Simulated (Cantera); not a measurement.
Feed: 1 mol Si, 0.6 mol HCl, 7.9 mol H2, 1.8 mol Cl2, held at 1 atm.

Cantera equilibrium calculation (NASA polynomials, part measured and part estimated; ideal gas, pure solids and liquids). Candidate condensed phases: Si; 19 gas species. The tables' values for SiCl3 are old estimates; treat these amounts as uncertain. Rates play no part. All values below are at 1498 K.

Base state: H2 0.755, HCl 0.143, SiCl2 0.0442, SiCl4 0.0246, SiCl3 0.0184, SiHCl3 0.0134, SiH2Cl2 0.00115, SiH3Cl 2.92e-5 (mole fractions); condensed: gas only.

Task: What changes in the equilibrium state with this change: pressure from 1 atm to 4.90 bar?

Result: 
| species | before | after |
|---|---|---|
| H2 | 0.755 | 0.782 |
| HCl | 0.143 | 0.114 |
| SiCl4 | 0.0246 | 0.0368 |
| SiCl2 | 0.0442 | 0.0223 |
| SiHCl3 | 0.0134 | 0.0260 |
| SiCl3 | 0.0184 | 0.0161 |
| SiH3Cl | 2.92e-5 | 9.63e-5 |
| SiH2Cl2 | 0.00115 | 0.00292 |
| H | 1.48e-5 | 6.86e-6 |
